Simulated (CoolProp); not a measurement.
The numbers come from the reference Helmholtz-energy equation of state, Colonna 2008 in CoolProp. It is a short technical equation, of lower accuracy than the large ones.

Task: Give the vapour pressure (MPa), liquid density (kg/m³), liquid cp (kJ/(kg K)), vapour Z of saturated dodecamethylcyclohexasiloxane (D6) at 429.6 K.

Result: 
| T (K) | p (MPa) | liquid density (kg/m³) | liquid cp (kJ/(kg K)) | vapour Z |
|---|---|---|---|---|
| 429.6 | 0.00827 | 820 | 1.84 | 0.987 |
